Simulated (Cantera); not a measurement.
Charge: 1 mol BN, 2.6 mol H2O, 6.2 mol H2, at 1302 °C and 25.0 Pa.

Cantera equilibrium calculation (NASA polynomials, part measured and part estimated; ideal gas, pure solids and liquids). The numbers say what is thermodynamically allowed, not how fast it happens.

```
species         before     after
------------  --------  --------
H2               0.783     0.796
H2O             0.0675    0.0775
HBO2            0.0901    0.0727
N2              0.0510    0.0517
BO             6.19e-5   4.76e-7
BO2            1.19e-5   1.54e-7
H              0.00233   9.23e-5
HBO           0.000888  0.000119
B2O3           0.00540   0.00147
B2O3(l), mol         0     0.134
```
Gas species are given as mole fractions.

Name the change that produced these shifts.
A) temperature from 1302 °C to 1675 °C
B) temperature from 1302 °C to 1052 °C
C) temperature from 1302 °C to 1627 °C
D) temperature from 1302 °C to 1625 °C

B, temperature from 1302 °C to 1052 °C
